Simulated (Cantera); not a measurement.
A Cantera script and what it prints.

```python
import numpy as np
import cantera as ct

gas_names = """
    C CH CH2 CH3 CH2OH CH3O CH4 CH3OH CO CO2 COOH C2 C2H CHCO,ketyl C2H2,acetylene C2H2,vinylidene
    CH2CO,ketene C2H3,vinyl CH3CO,acetyl C2H4 C2H4O,ethylen CH3CHO,ethanal CH3COOH (HCOOH)2 C2H5 C2H6
    CH3OCH3 C2H5OH C2O C3 C3H3,propargyl C3H4,allene C3H4,propyne C3H4,cyclo- C3H5,allyl C3H6,propylene
    C3H6,cyclo- C3H6O C3H7,n-propyl C3H7,i-propyl C3H8 C3H8O,1propanol C3H8O,2propanol C3O2 C4 C4H2
    C4H4,1,3-cyclo- C4H6,butadiene C4H6,2-butyne C4H6,cyclo- C4H8,1-butene C4H8,cis2-buten
    C4H8,tr2-butene C4H8,isobutene C4H8,cyclo- (CH3COOH)2 C4H9,n-butyl C4H9,i-butyl C4H9,s-butyl
    C4H9,t-butyl C4H10,isobutane C4H10,n-butane C5 C5H6,1,3cyclo- C5H8,cyclo- C5H10,1-pentene
    C5H10,cyclo- C5H11,pentyl C5H11,t-pentyl C5H12,n-pentane C5H12,i-pentane CH3C(CH3)2CH3 C6H2
    C6H5,phenyl C6H5O,phenoxy C6H6 C6H5OH,phenol C6H10,cyclo- C6H12,1-hexene C6H12,cyclo- C6H13,n-hexyl
    C7H7,benzyl C7H8 C7H8O,cresol C7H14,1-heptene C7H15,n-heptyl C7H16,n-heptane C8H8,styrene
    C8H10,ethylbenz C8H16,1-octene C8H17,n-octyl C8H18,isooctane C8H18,n-octane C9H19,n-nonyl
    C10H8,naphthale C10H21,n-decyl C12H9,o-bipheny C12H10,bipheny Cu CuO Cu2 H HCO HO2 H2
    HCHO,formaldehy HCOOH H2O H2O2 O OH O2 O3
""".split()
cond_names = """
    C(gr) C6H6(L) C7H8(L) C8H18(L),n-octa Cu(cr) Cu(L) CuO(s) CuO2H2(s) Cu2O(s) Cu2O(L) H2O(s) H2O(L)
""".split()


def load(file, names, dense=False):
    # The tables refer to 1 bar. Condensed volumes are neglected.
    table = {s.name: s for s in ct.Species.list_from_file(file)}
    out = []
    for n in names:
        d = dict(table[n].input_data)
        d["thermo"] = dict(d["thermo"], **{"reference-pressure": 1e5})
        if dense:
            d["equation-of-state"] = {"model": "constant-volume", "density": "1e6 g/cm^3"}
        out.append(ct.Species.from_dict(d))
    return out


gas = ct.Solution(thermo="ideal-gas", species=load("nasa_gas.yaml", gas_names))
cond = {s.name: ct.Solution(thermo="fixed-stoichiometry", species=[s], name=s.name)
        for s in load("nasa_condensed.yaml", cond_names, dense=True)}
atoms = {
    'Cu2O': {'Cu': 2, 'O': 1},
    'CH4': {'C': 1, 'H': 4},
    'CO': {'C': 1, 'O': 1},
}
top_T = {'C(gr)': 4500, 'CuO(s)': 1390}  # K; cautious upper limits of use, not melting points


def equilibrate(T, P, feed):
    n = {}
    for name, mol in feed.items():
        for a, k in atoms[name].items():
            n[a] = n.get(a, 0.0) + k * mol
    gas.TPX = T, P, n
    mass = sum(n.values()) * gas.mean_molecular_weight
    gas.equilibrate("TP")
    valid = [c for c in cond.values() if c.min_temp <= T <= top_T.get(c.name, c.max_temp)]
    mix = ct.Mixture([(gas, mass / gas.mean_molecular_weight)] + [(c, 0.0) for c in valid])
    mix.T, mix.P = T, P
    mix.equilibrate("TP", solver="vcs", rtol=1e-11, max_steps=5000)
    return mix


results = []
feed = {'Cu2O': 1, 'CH4': 1.1, 'CO': 0.14}  # mol
P = 1000  # Pa
for T in [1875, 1925, 1975, 2025, 2075, 2125, 2175, 2225, 2275, 2325, 2375, 2425, 2475, 2525]:
    mix = equilibrate(T, P, feed)
    results.append((T, P, feed, dict(zip(mix.species_names, mix.species_moles))))
    x = sorted(zip(gas.X, gas.species_names), reverse=True)
    print(f"T = {T:g} K  P = {P:g} Pa  gas = {mix.phase_moles(0):.4g} mol")
    print("   x: " + "  ".join(f"{s} {v:.3e}" for v, s in x if v > 1e-06))
    print("   condensed (mol): " + ("  ".join(f"{mix.phase(i).name} {mix.phase_moles(i):.4g}"
          for i in range(1, mix.n_phases) if mix.phase_moles(i) > 1e-12) or "none"))
```

Output:

```
T = 1875 K  P = 1000 Pa  gas = 3.826 mol
   x: H2 5.723e-01  CO 2.979e-01  Cu 1.243e-01  H 4.959e-03  Cu2 3.249e-04  C2H2,acetylene 1.813e-04  CH4 1.984e-06
   condensed (mol): C(gr) 0.0986  Cu(L) 1.522
T = 1925 K  P = 1000 Pa  gas = 4.242 mol
   x: H2 5.150e-01  CO 2.688e-01  Cu 2.085e-01  H 6.861e-03  Cu2 6.597e-04  C2H2,acetylene 2.358e-04  CH4 1.385e-06
   condensed (mol): C(gr) 0.09799  Cu(L) 1.11
T = 1975 K  P = 1000 Pa  gas = 5.107 mol
   x: H2 4.260e-01  Cu 3.403e-01  CO 2.232e-01  H 8.931e-03  Cu2 1.290e-03  C2H2,acetylene 2.767e-04
   condensed (mol): C(gr) 0.09717  Cu(L) 0.249
T = 2025 K  P = 1000 Pa  gas = 5.367 mol
   x: H2 4.035e-01  Cu 3.704e-01  CO 2.124e-01  H 1.222e-02  Cu2 1.139e-03  C2H2,acetylene 3.651e-04
   condensed (mol): C(gr) 0.09607
T = 2075 K  P = 1000 Pa  gas = 5.381 mol
   x: H2 3.999e-01  Cu 3.700e-01  CO 2.119e-01  H 1.685e-02  Cu2 8.581e-04  C2H2,acetylene 4.962e-04
   condensed (mol): C(gr) 0.09464
T = 2125 K  P = 1000 Pa  gas = 5.398 mol
   x: H2 3.955e-01  Cu 3.692e-01  CO 2.112e-01  H 2.284e-02  C2H2,acetylene 6.627e-04  Cu2 6.538e-04  C2H 1.068e-06
   condensed (mol): C(gr) 0.09282
T = 2175 K  P = 1000 Pa  gas = 5.42 mol
   x: H2 3.898e-01  Cu 3.680e-01  CO 2.103e-01  H 3.048e-02  C2H2,acetylene 8.699e-04  Cu2 5.031e-04  C2H 2.196e-06
   condensed (mol): C(gr) 0.09052
T = 2225 K  P = 1000 Pa  gas = 5.447 mol
   x: H2 3.827e-01  Cu 3.664e-01  CO 2.093e-01  H 4.007e-02  C2H2,acetylene 1.123e-03  Cu2 3.906e-04  C2H 4.361e-06  C4H2 1.343e-06
   condensed (mol): C(gr) 0.08767
T = 2275 K  P = 1000 Pa  gas = 5.481 mol
   x: H2 3.740e-01  Cu 3.643e-01  CO 2.080e-01  H 5.192e-02  C2H2,acetylene 1.425e-03  Cu2 3.056e-04  C2H 8.378e-06  C4H2 2.219e-06  C3 1.048e-06
   condensed (mol): C(gr) 0.08421
T = 2325 K  P = 1000 Pa  gas = 5.522 mol
   x: H2 3.635e-01  Cu 3.617e-01  CO 2.065e-01  H 6.632e-02  C2H2,acetylene 1.777e-03  Cu2 2.407e-04  C2H 1.559e-05  C4H2 3.562e-06  C3 2.641e-06  C 1.251e-06
   condensed (mol): C(gr) 0.08005
T = 2375 K  P = 1000 Pa  gas = 5.572 mol
   x: Cu 3.586e-01  H2 3.509e-01  CO 2.046e-01  H 8.354e-02  C2H2,acetylene 2.179e-03  Cu2 1.907e-04  C2H 2.815e-05  C3 6.394e-06  C4H2 5.560e-06  C 2.725e-06  C2H2,vinylidene 1.087e-06  CH3 1.008e-06
   condensed (mol): C(gr) 0.07513
T = 2425 K  P = 1000 Pa  gas = 5.632 mol
   x: Cu 3.548e-01  H2 3.361e-01  CO 2.024e-01  H 1.038e-01  C2H2,acetylene 2.624e-03  Cu2 1.519e-04  C2H 4.936e-05  C3 1.491e-05  C4H2 8.439e-06  C 5.748e-06  C2H2,vinylidene 1.574e-06  C2 1.354e-06  CH3 1.085e-06
   condensed (mol): C(gr) 0.06936
T = 2475 K  P = 1000 Pa  gas = 5.702 mol
   x: Cu 3.505e-01  H2 3.191e-01  CO 1.999e-01  H 1.271e-01  C2H2,acetylene 3.103e-03  Cu2 1.215e-04  C2H 8.413e-05  C3 3.355e-05  C4H2 1.245e-05  C 1.176e-05  C2 3.077e-06  C2H2,vinylidene 2.221e-06  CH3 1.146e-06
   condensed (mol): C(gr) 0.06264
T = 2525 K  P = 1000 Pa  gas = 5.784 mol
   x: Cu 3.456e-01  H2 2.999e-01  CO 1.971e-01  H 1.535e-01  C2H2,acetylene 3.601e-03  C2H 1.395e-04  Cu2 9.758e-05  C3 7.305e-05  C 2.339e-05  C4H2 1.787e-05  C2 6.762e-06  C2H2,vinylidene 3.051e-06  CH 1.461e-06  CH2 1.267e-06  CH3 1.186e-06
   condensed (mol): C(gr) 0.05477
```

Method: chemical equilibrium by Gibbs-energy minimisation in Cantera with the NASA 1993 tables (ideal gas, pure condensed phases).
